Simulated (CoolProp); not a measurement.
Saturation properties of cyclopentane (Tc = 511.7 K, pc = 45.83 bar, ω = 0.202).

Model: reference Helmholtz-energy equation of state, Gedanitz 2015, in CoolProp.

```csv
T (K),p (bar),liquid density (kg/m³),vapour density (kg/m³),enthalpy of vaporisation (kJ/kg),liquid conductivity (mW/(m K))
255.1,0.05534,781.5,0.1837,435.3,143
267.2,0.1060,770.2,0.3367,427.4,139
279.4,0.1909,758.7,___,419.3,134
291.5,0.3236,746.9,0.9509,411.2,129
303.7,0.5245,734.9,1.489,___,125
315.8,0.8114,722.6,2.234,394.2,120
327.9,1.210,710.1,___,385.2,116
340.1,1.752,___,4.583,375.7,111
352.2,2.457,683.7,6.301,365.8,107
364.4,3.369,669.8,8.503,___,103
376.5,4.507,655.4,11.24,344.2,98.9
388.6,5.911,640.5,___,332.4,95.0
```

Problem. What belongs in the gaps?

Solution. 
- 279.4, vapour density (kg/m³): 0.5824
- 303.7, enthalpy of vaporisation (kJ/kg): 402.8
- 327.9, vapour density (kg/m³): 3.242
- 340.1, liquid density (kg/m³): 697.0
- 364.4, enthalpy of vaporisation (kJ/kg): 355.3
- 388.6, vapour density (kg/m³): 14.63

It boils at 322.4 K under 1 atm.

Thermal conductivity comes from a separate model (Vassiliou 2015).
